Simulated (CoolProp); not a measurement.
Properties of R1336mzz(E) at several states.

The numbers come from the reference Helmholtz-energy equation of state, Akasaka 2023 in CoolProp.

```csv
T (K),p (kPa),phase,density (kg/m³),cp (kJ/(kg K)),cv (kJ/(kg K)),Joule-Thomson coefficient (K/MPa),isothermal compressibility (1/MPa)
213.5,10.2,liquid,1546,1.178,0.8433,-0.3713,0.0009486
391.4,4500,liquid,980.7,1.446,0.9409,0.9961,0.03004
337.2,44.8,gas,2.651,0.8584,0.8048,17.35,22.57
275.1,100,liquid,1392,1.217,0.8692,-0.2694,0.002223
```
